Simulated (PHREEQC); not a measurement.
Make-up at 4.7 °C: 1.5 mmol/kgw HCl, 22 mmol/kgw Li2SO4 and 7.2 mmol/kgw MgSO4. Closed to the air; pH follows from the charge balance.

Equilibrium calculation in PHREEQC: ion-association model, phreeqc.dat.

### Question
The ionic strength comes out as 0.0809 mol/kgw. What activity coefficients do HSO4-, LiSO4-, SO4-2, Cl-, Li+ get?

### Answer
HSO4- 0.80, LiSO4- 0.80, SO4-2 0.41, Cl- 0.79, Li+ 0.81.

No solid was allowed to form. Species that the database lacks are ignored. Away from 25 °C the constants follow the database's enthalpies or fits; those with neither stay at their 25 °C values.
